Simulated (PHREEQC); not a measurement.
## Polishing slurry liquid

Consider water at 40 °C with 0.0064 mol TMAH and 0.0026 mol K2SO4 per kg of water. Closed to the air; pH follows from the charge balance.

All values are PHREEQC results (ion-association model, wateq4f.dat), not measurements.

Precipitation was switched off in this run.

Q: Estimate the pH.

A: pH 11.29.

Q: In which forms is K present?

A: K+ 99 %, KSO4- 1.4 % of the K.

(CH3)4N+ isn't in the database: it is added as a free cation with an ion size of 4 Å. Constants without temperature data keep their 25 °C values here.
